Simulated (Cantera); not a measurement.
Cantera run:

```python
import numpy as np
import cantera as ct

gas_names = """
    C CH CH2 CH3 CH4 C2 C2H C2H2,acetylene C2H2,vinylidene C2H3,vinyl C2H4 C2H5 C2H6 C3 C3H3,propargyl
    C3H4,allene C3H4,propyne C3H4,cyclo- C3H5,allyl C3H6,propylene C3H6,cyclo- C3H7,n-propyl
    C3H7,i-propyl C3H8 C4 C4H2 C4H4,1,3-cyclo- C4H6,butadiene C4H6,2-butyne C4H6,cyclo- C4H8,1-butene
    C4H8,cis2-buten C4H8,tr2-butene C4H8,isobutene C4H8,cyclo- C4H9,n-butyl C4H9,i-butyl C4H9,s-butyl
    C4H9,t-butyl C4H10,isobutane C4H10,n-butane C5 C5H6,1,3cyclo- C5H8,cyclo- C5H10,1-pentene
    C5H10,cyclo- C5H11,pentyl C5H11,t-pentyl C5H12,n-pentane C5H12,i-pentane CH3C(CH3)2CH3 C6H2
    C6H5,phenyl C6H6 C6H10,cyclo- C6H12,1-hexene C6H12,cyclo- C6H13,n-hexyl C7H7,benzyl C7H8
    C7H14,1-heptene C7H15,n-heptyl C7H16,n-heptane C8H8,styrene C8H10,ethylbenz C8H16,1-octene
    C8H17,n-octyl C8H18,isooctane C8H18,n-octane C9H19,n-nonyl C10H8,naphthale C10H21,n-decyl
    C12H9,o-bipheny C12H10,bipheny H H2 Si SiC SiC2 SiC4H12 SiH SiH2 SiH3 SiH4 Si2 Si2C Si3
""".split()
cond_names = """
    C(gr) C6H6(L) C7H8(L) C8H18(L),n-octa Si(cr) Si(L) SiC(b)
""".split()


def load(file, names, dense=False):
    # The tables refer to 1 bar. Condensed volumes are neglected.
    table = {s.name: s for s in ct.Species.list_from_file(file)}
    out = []
    for n in names:
        d = dict(table[n].input_data)
        d["thermo"] = dict(d["thermo"], **{"reference-pressure": 1e5})
        if dense:
            d["equation-of-state"] = {"model": "constant-volume", "density": "1e6 g/cm^3"}
        out.append(ct.Species.from_dict(d))
    return out


gas = ct.Solution(thermo="ideal-gas", species=load("nasa_gas.yaml", gas_names))
cond = {s.name: ct.Solution(thermo="fixed-stoichiometry", species=[s], name=s.name)
        for s in load("nasa_condensed.yaml", cond_names, dense=True)}
atoms = {
    'CH3SiH3': {'C': 1, 'H': 6, 'Si': 1},
    'H2': {'H': 2},
}
top_T = {'C(gr)': 4500, 'SiC(b)': 3050}  # K; cautious upper limits of use, not melting points


def equilibrate(T, P, feed):
    n = {}
    for name, mol in feed.items():
        for a, k in atoms[name].items():
            n[a] = n.get(a, 0.0) + k * mol
    gas.TPX = T, P, n
    mass = sum(n.values()) * gas.mean_molecular_weight
    gas.equilibrate("TP")
    valid = [c for c in cond.values() if c.min_temp <= T <= top_T.get(c.name, c.max_temp)]
    mix = ct.Mixture([(gas, mass / gas.mean_molecular_weight)] + [(c, 0.0) for c in valid])
    mix.T, mix.P = T, P
    mix.equilibrate("TP", solver="vcs", rtol=1e-11, max_steps=5000)
    return mix


results = []
feed = {'CH3SiH3': 1, 'H2': 7.9}  # mol
P = 133.322  # Pa
for T in [1323, 1373, 1423, 1473, 1523, 1573, 1623, 1673, 1723, 1773, 1823, 1873, 1923, 1973]:
    mix = equilibrate(T, P, feed)
    results.append((T, P, feed, dict(zip(mix.species_names, mix.species_moles))))

top = {s: max(r[3][s] / sum(r[3][g] for g in gas_names) for r in results) for s in gas_names}
cols = sorted((s for s in top if top[s] > 0.0001), key=lambda s: -top[s])[:6]
seen = [c for c in cond_names if any(r[3].get(c, 0) > 1e-12 for r in results)]
print("log10 of partial pressures in bar; condensed amounts in mol")
print(f"{'T/K':>10s}" + "".join(f"{s[:9]:>10s}" for s in cols + seen))
for T, P, feed, n in results:
    ng = sum(n[g] for g in gas_names)
    print(f"{T:10.4g}" + "".join(f"{np.log10(max(n[s] / ng * P / 1e5, 1e-99)):10.3f}" for s in cols)
          + "".join(f"{n.get(c, 0):10.4g}" for c in seen))
```

It prints:

```
log10 of partial pressures in bar; condensed amounts in mol
       T/K        H2         H        Si C2H2,acet    SiC(b)
      1323    -2.875    -7.237   -10.460   -13.097         1
      1373    -2.875    -6.915   -10.072   -12.062         1
      1423    -2.875    -6.615    -9.723   -11.076         1
      1473    -2.875    -6.335    -9.380   -10.194         1
      1523    -2.875    -6.074    -9.002    -9.485         1
      1573    -2.876    -5.829    -8.592    -8.934         1
      1623    -2.876    -5.598    -8.181    -8.473    0.9999
      1673    -2.876    -5.382    -7.783    -8.061    0.9999
      1723    -2.877    -5.178    -7.405    -7.681    0.9996
      1773    -2.879    -4.985    -7.048    -7.325    0.9992
      1823    -2.880    -4.803    -6.710    -6.990    0.9983
      1873    -2.883    -4.632    -6.391    -6.674    0.9964
      1923    -2.887    -4.469    -6.088    -6.376    0.9926
      1973    -2.892    -4.316    -5.801    -6.095    0.9853
```

Cantera equilibrium calculation (NASA polynomials, part measured and part estimated; ideal gas, pure solids and liquids). The feed counts by its element totals alone.
